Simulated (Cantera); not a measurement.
A perfectly stirred reactor is fed with H2 : O2 : N2 = 0.36 : 1 : 1.8 (molar parts), equivalence ratio 0.18, at 0.809 atm; it is held at 1300 K, and followed from long to short residence time.

Detailed kinetics in Cantera: the H2/O2 subset of GRI-Mech 3.0, which has no nitrogen chemistry. The temperature is held fixed by assumption; the heat of reaction is taken as removed at once.

x: mole fraction; the columns are a selection and need not sum to one.

```csv
τ (s),x H2,x O2,x H2O2,x HO2,x H2O,x OH
0.77,4.85e-5,0.275,(withheld),2.44e-6,0.121,0.000160
0.30,9.06e-5,0.275,(withheld),4.40e-6,0.121,0.000218
0.11,0.000175,0.275,(withheld),8.03e-6,0.120,0.000303
0.044,0.000318,0.275,(withheld),1.35e-5,0.120,0.000409
0.017,0.000582,0.275,(withheld),2.22e-5,0.120,0.000562
0.0065,0.00106,0.275,(withheld),3.46e-5,0.119,0.000784
0.0025,0.00187,0.275,(withheld),5.06e-5,0.118,0.00111
0.00097,0.00322,0.275,(withheld),6.90e-5,0.116,0.00158
0.00038,0.00544,0.275,(withheld),8.77e-5,0.113,0.00228
0.00014,0.00940,0.275,(withheld),0.000105,0.107,0.00334
```

**Question.** Some entries are withheld; supply them.

**Answer.** 
- 0.77, x H2O2: 2.34e-7
- 0.30, x H2O2: 3.66e-7
- 0.11, x H2O2: 5.75e-7
- 0.044, x H2O2: 8.56e-7
- 0.017, x H2O2: 1.27e-6
- 0.0065, x H2O2: 1.87e-6
- 0.0025, x H2O2: 2.65e-6
- 0.00097, x H2O2: 3.65e-6
- 0.00038, x H2O2: 4.84e-6
- 0.00014, x H2O2: 6.28e-6
